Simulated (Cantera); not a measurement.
An adiabatic, constant-pressure homogeneous reactor starts with 9.70 % CO, 1.55 % H2, 7.40 % O2, 81.4 % N2, equivalence ratio 0.76, at 1423 K and 9.40 bar.

Model: GRI-Mech 3.0 (53 species, 325 reactions), integrated in Cantera. The hydrogen kinetics of GRI-Mech 3.0 are dated; newer H2 mechanisms differ, most at raised pressure.

Predict: time of steepest temperature rise; temperature at 0.700 s; equilibrium temperature; x(CO) at 0.700 s; x(H2) at 0.700 s; x(O2) at 0.700 s; x(H) at 0.700 s; x(NO) at 0.700 s; x(OH) at 0.700 s.


```
Item                                                                  Result
---------------------------------  -----------------------------------------
time of steepest temperature rise                                    10.5 µs
temperature at 0.700 s                                                2252 K
equilibrium temperature                                               2252 K
x(CO) at 0.700 s                     0.00213 (gas-phase equilibrium 0.00213)
x(H2) at 0.700 s                     6.21e-5 (gas-phase equilibrium 6.21e-5)
x(O2) at 0.700 s                       0.0175 (gas-phase equilibrium 0.0175)
x(H) at 0.700 s                      1.94e-5 (gas-phase equilibrium 1.94e-5)
x(NO) at 0.700 s                     0.00428 (gas-phase equilibrium 0.00428)
x(OH) at 0.700 s                   0.000751 (gas-phase equilibrium 0.000751)
```
